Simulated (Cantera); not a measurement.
Input: 1 mol BN, 0.2 mol H2O, 7.5 mol N2, held at 2.00e-5 bar.

These are equilibrium values from Cantera (NASA tables, ideal gas, pure condensed phases), not measurements of a reactor. Candidate condensed phases: B, BN, B2O3, B3O3H3, H2O; 39 gas species. The numbers say what is thermodynamically allowed, not how fast it happens.

x: gas mole fraction; n: condensed amount in mol.

| T (K) | x N2 | x H | x H2 | x BO | x B | n BN(s) | n B(s) |
|---|---|---|---|---|---|---|---|
| 1450 | 0.963 | 0.000324 | 0.0235 | 0.00124 | 1.75e-10 | 0.837 | 0 |
| 1550 | 0.960 | 0.00105 | 0.0224 | 0.00522 | 1.31e-8 | 0.809 | 0 |
| 1650 | 0.955 | 0.00298 | 0.0215 | 0.0123 | 5.83e-7 | 0.801 | 0 |
| 1750 | 0.949 | 0.00734 | 0.0199 | 0.0190 | 1.67e-5 | 0.800 | 0 |
| 1850 | 0.943 | (withheld) | (withheld) | 0.0224 | (withheld) | 0.796 | 0 |
| 1950 | 0.938 | (withheld) | (withheld) | 0.0224 | (withheld) | 0 | (withheld) |
| 2050 | 0.921 | 0.0358 | 0.00499 | 0.0224 | 0.0150 | 0 | 0.666 |

Task: Some entries are withheld; supply them.

Result: 
- 1850, x H: 0.0154
- 1850, x H2: 0.0164
- 1850, x B: 0.000332
- 1950, x H: 0.0259
- 1950, x H2: 0.0102
- 1950, x B: 0.00284
- 1950, n B(s): 0.773
